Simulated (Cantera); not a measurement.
Source: NASA polynomial tables (part measured, part estimated), evaluated in Cantera. Values are per mole of reaction as written; species without (g) are pure solids or liquids, kept so even where they would boil at 1 bar.

6 Nb2O5 + 2 NH3(g) → 3 H2O2(g) + N2(g) + 12 NbO2

```json
[
 {"T (K)": "2123", "ΔH° (kJ)": "___", "ΔS° (J/K)": "___", "ΔG° (kJ)": "___", "log10 K": "___", "condensed phases": "Nb2O5(l), NbO2(s)"},
 {"T (K)": "2223", "ΔH° (kJ)": "1969.3", "ΔS° (J/K)": "506.2", "ΔG° (kJ)": "844.1", "log10 K": "-19.83", "condensed phases": "Nb2O5(l), NbO2(l)"},
 {"T (K)": "2323", "ΔH° (kJ)": "___", "ΔS° (J/K)": "___", "ΔG° (kJ)": "___", "log10 K": "___", "condensed phases": "Nb2O5(l), NbO2(l)"},
 {"T (K)": "2423", "ΔH° (kJ)": "1927.4", "ΔS° (J/K)": "488.1", "ΔG° (kJ)": "744.7", "log10 K": "-16.05", "condensed phases": "Nb2O5(l), NbO2(l)"},
 {"T (K)": "2523", "ΔH° (kJ)": "1906.5", "ΔS° (J/K)": "479.7", "ΔG° (kJ)": "696.3", "log10 K": "-14.42", "condensed phases": "Nb2O5(l), NbO2(l)"},
 {"T (K)": "2623", "ΔH° (kJ)": "___", "ΔS° (J/K)": "___", "ΔG° (kJ)": "___", "log10 K": "___", "condensed phases": "Nb2O5(l), NbO2(l)"}
]
```

Q: Some entries are withheld; supply them.

A: 
- 2123, ΔH° (kJ): 892.6
- 2123, ΔS° (J/K): 11.2
- 2123, ΔG° (kJ): 868.8
- 2123, log10 K: -21.38
- 2323, ΔH° (kJ): 1948.3
- 2323, ΔS° (J/K): 497.0
- 2323, ΔG° (kJ): 793.9
- 2323, log10 K: -17.85
- 2623, ΔH° (kJ): 1885.6
- 2623, ΔS° (J/K): 471.6
- 2623, ΔG° (kJ): 648.7
- 2623, log10 K: -12.92
